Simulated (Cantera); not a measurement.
A perfectly stirred reactor is fed with 2.15 % H₂, 97.8 % O₂, equivalence ratio 0.011, at 6.00 Torr; it is held at 1450 K, and followed from long to short residence time.

Model: GRI-Mech 3.0 (53 species, 325 reactions), integrated in Cantera. Radical loss at walls, strong at low pressure, is not modelled.

x: mole fraction; the columns are a selection and need not sum to one.

| τ (s) | x H₂ | x O₂ | x H₂O | x H | x OH |
|---|---|---|---|---|---|
| 18 | ? | 0.976 | 0.0212 | 3.54e-5 | 0.00100 |
| 7.5 | ? | 0.975 | 0.0210 | 7.90e-5 | 0.00131 |
| 3.2 | ? | 0.973 | 0.0207 | 0.000163 | 0.00166 |
| 1.4 | ? | 0.970 | 0.0204 | 0.000304 | 0.00203 |
| 0.57 | ? | 0.966 | 0.0200 | 0.000524 | 0.00242 |
| 0.24 | ? | 0.963 | 0.0197 | 0.000757 | 0.00273 |
| 0.10 | ? | 0.961 | 0.0194 | 0.000951 | 0.00296 |
| 0.044 | ? | 0.960 | 0.0191 | 0.00108 | 0.00314 |
| 0.019 | ? | 0.959 | 0.0186 | 0.00119 | 0.00338 |
| 0.0078 | ? | 0.960 | 0.0178 | 0.00132 | 0.00376 |
| 0.0033 | ? | 0.961 | 0.0162 | 0.00143 | 0.00427 |

Some entries are withheld; supply them.


- 18, x H₂: 2.08e-5
- 7.5, x H₂: 3.51e-5
- 3.2, x H₂: 5.66e-5
- 1.4, x H₂: 8.61e-5
- 0.57, x H₂: 0.000128
- 0.24, x H₂: 0.000177
- 0.10, x H₂: 0.000248
- 0.044, x H₂: 0.000368
- 0.019, x H₂: 0.000625
- 0.0078, x H₂: 0.00123
- 0.0033, x H₂: 0.00251
